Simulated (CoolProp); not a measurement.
Computed with CoolProp (reference Helmholtz-energy equation of state, Penoncello 2003).

**Question.** For CHF3 (R23), give the phase and the density (kg/m³), cp (kJ/(kg K)), isothermal compressibility (1/MPa) at 156.6 K and 26.8 bar; 156.6 K and 67.1 bar; 156.6 K and 80.5 bar.

**Answer.** 
- 156.6 K and 26.8 bar: liquid; density 1580, cp 1.20, isothermal compressibility 0.00100
- 156.6 K and 67.1 bar: liquid; density 1580, cp 1.19, isothermal compressibility 0.000965
- 156.6 K and 80.5 bar: liquid; density 1580, cp 1.19, isothermal compressibility 0.000953
